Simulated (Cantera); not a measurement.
Thermodynamics of aluminium nitride and oxide growth, feed Al(CH₃)₃ + NH₃ + H₂

A closed system holds: 1 mol Al(CH₃)₃, 36 mol NH₃, 1.8 mol H₂.

Method: chemical equilibrium by Gibbs-energy minimisation in Cantera with the NASA 1993 tables (ideal gas, pure condensed phases). Candidate condensed phases: Al, AlN, C, C₆H₆, C₇H₈, C₈H₁₈; 97 gas species. The feed counts by its element totals alone. Kinetics and transport are ignored.

Question: Map the stable condensed phases over T = 975, 1025, 1075, 1125, 1175, 1225, 1275, 1325, 1375, 1425, 1475, 1525, 1575 °C and P in Pa = 10, 32, 100, 320, 1000, 3200, 10000, 32000, 100000.

Answer: 
```
T in °C \ P in Pa
             10     32    100    320   1000   3200  10000  32000 100000
   1575       A      A      A      B      B      B      B      B      B
   1525       A      A      A      B      B      B      B      B      B
   1475       A      A      B      B      B      B      B      B      B
   1425       A      B      B      B      B      B      B      B      B
   1375       A      B      B      B      B      B      B      B      B
   1325       B      B      B      B      B      B      B      B      B
   1275       B      B      B      B      B      B      B      B      B
   1225       B      B      B      B      B      B      B      B      B
   1175       B      B      B      B      B      B      B      B      B
   1125       B      B      B      B      B      B      B      B      B
   1075       B      B      B      B      B      B      B      B      B
   1025       B      B      B      B      B      B      B      B      B
    975       B      B      B      B      B      B      B      B      B
```
A: C; B: AlN + C.
